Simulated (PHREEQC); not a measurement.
1 kg of water holding 0.35 mol/kgw K2CO3 and 0.46 mol/kgw NaHCO3 meets 20 L of dry gas (CO2 1 by moles) at fixed total pressure, at 30 atm; fugacities by Peng-Robinson. The gases take part in no redox reaction, some water evaporates into the gas, and hydrates or a liquid gas phase aren't modelled. Nothing may precipitate in this run.

Computed with PHREEQC (Pitzer model, pitzer.dat).

Question: Predict dissolved CO2 (all carbonate carbon) (mol/kgw), pH at T (°C) = 20, 50, 80.

Answer: 
| T (°C) | dissolved CO2 (all carbonate carbon) (mol/kgw) | pH |
|---|---|---|
| 20 | 1.98 | 6.19 |
| 50 | 1.60 | 6.37 |
| 80 | 1.46 | 6.59 |

Complexes and solids missing from the database can't appear. In brines, pH and single-ion activities rest on the MacInnes convention. Constants without temperature data keep their 25 °C values here.
